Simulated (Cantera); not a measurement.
# SiH4 + N2 + H2 (silicon nitride deposition)

A closed system holds: 1 mol SiH4, a varied amount of N2, 0.21 mol H2, equilibrated at 22.0 Pa.

Cantera equilibrium calculation (NASA polynomials, part measured and part estimated; ideal gas, pure solids and liquids). Candidate condensed phases: Si, Si3N4; 18 gas species. N2 is the only nitrogen source here; it is nearly inert below about 1500 K, so the nitride shown seldom forms there in practice. Mutual solubility and eutectic melting of coexisting phases are not modelled. Rates play no part.

Q: Map the stable condensed phases over T = 1123, 1173, 1223, 1273, 1323, 1373, 1423, 1473, 1523, 1573, 1623, 1673, 1723, 1773 K and n(N2) in mol = 0.45, 0.7, 1.1, 1.7, 2.6, 4, 6.2, 9.5, 15, 23, 35, 55.

A: 
```
T in K \ n(N2) in mol
         0.45  0.7  1.1  1.7  2.6    4  6.2  9.5   15   23   35   55
   1773     A    A    A    A    A    A    A    A    A    A    A    A
   1723     A    A    A    A    A    A    A    A    A    A    A    A
   1673     A    A    A    A    A    A    A    A    A    A    A    A
   1623     A    A    A    A    A    A    A    A    A    A    A    A
   1573     A    A    A    A    A    A    A    A    B    B    B    B
   1523     A    A    A    C    B    B    B    B    B    B    B    B
   1473     C    C    B    B    B    B    B    B    B    B    B    B
   1423     C    C    B    B    B    B    B    B    B    B    B    B
   1373     C    B    B    B    B    B    B    B    B    B    B    B
   1323     C    B    B    B    B    B    B    B    B    B    B    B
   1273     C    B    B    B    B    B    B    B    B    B    B    B
   1223     C    B    B    B    B    B    B    B    B    B    B    B
   1173     C    B    B    B    B    B    B    B    B    B    B    B
   1123     C    B    B    B    B    B    B    B    B    B    B    B
```
A: Si; B: Si3N4; C: Si + Si3N4.
